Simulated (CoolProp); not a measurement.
100 sccm (0 °C, 1 atm) of nitrogen bubbles through liquid hexamethyldisiloxane (MM) at 311 K and leaves saturated at a total pressure of 0.0334 MPa (ideal gas phase). Each further row changes one setting.

Computed with CoolProp (reference Helmholtz-energy equation of state, Thol 2016).

```csv
case,vapour pressure (kPa),mole fraction of vapour,delivery (mg/min),delivery (sccm),change of delivery for a bath 1 K warmer (%)
as stated,10.3,0.310,325,44.9,6.9
bath temperature 316 K,12.9,0.387,458,63.3,7.5
total pressure 0.0668 MPa,10.3,0.155,133,18.3,5.6
```
